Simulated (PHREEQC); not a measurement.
Dissolve 0.018 mol NH4HF2, 0.00017 mol H2SiF6, 0.00014 mol HBF4 and 5.1e-05 mol HCl per kg of water at 25 °C. Closed to the air; pH follows from the charge balance.

Computed with PHREEQC (ion-association model, phreeqc.dat).

Precipitation was switched off in this run.

Predict the pH, ionic strength.

pH 3.13; ionic strength 0.0190 mol/kgw.

In which forms is B present?

BF4- 98 %, BF3OH- 2.2 % of the B.

Species that the database lacks are ignored. SiF6-2 is the database's only silicon fluoride. Real BF4- forms and hydrolyses slowly; the run takes it at equilibrium.
